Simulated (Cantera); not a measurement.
# Silicon epitaxy and polysilicon growth: Si₂H₆ + N₂

A closed system holds: 1 mol Si₂H₆, 250 mol N₂, equilibrated at 850 °C and 1.00 Torr.

Equilibrium computed with Cantera from the NASA thermochemical tables; the gas is ideal and each condensed phase is pure. Candidate condensed phases: Si, Si₃N₄; 18 gas species. The feed counts by its element totals alone. N₂ is the only nitrogen source here; it is nearly inert below about 1500 K, so the nitride shown seldom forms there in practice. Equilibrium is a limit: real reactors are often held back by kinetics, nucleation or transport.

```
Item                                  Value
--------------------------------  ---------
x(N₂)                                 0.988
x(H₂)                                0.0119
n(Si₃N₄(s))                       0.667 mol
gas amount                        251.7 mol
log10 activity of Si(s) (absent)      -3.85
```
